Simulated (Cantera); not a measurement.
Charge: 1 mol C2H2, 0.089 mol NH3, 3.2 mol N2, at 2123.15 K and 75.0 Torr.

Equilibrium computed with Cantera from the NASA thermochemical tables; the gas is ideal and each condensed phase is pure. Candidate condensed phases: C, C6H6, C7H8, C8H18; 92 gas species. The numbers say what is thermodynamically allowed, not how fast it happens.

Base state: N2 0.734, H2 0.250, HCN 0.00996, H 0.00567, HNC 0.000698, C2H2 (acetylene) 0.000414 (mole fractions); condensed: C(graphite).

Question: What changes in the equilibrium state with this change: temperature from 2123.15 K to 1275 K?

Answer: 
```tsv
species	before	after
N2	0.734	0.741
H2	0.250	0.259
HCN	0.00996	7.13e-5
H	0.00567	1.19e-6
C2H2 (acetylene)	0.000414	9.94e-8
C(graphite), mol	1.95	2.00
```
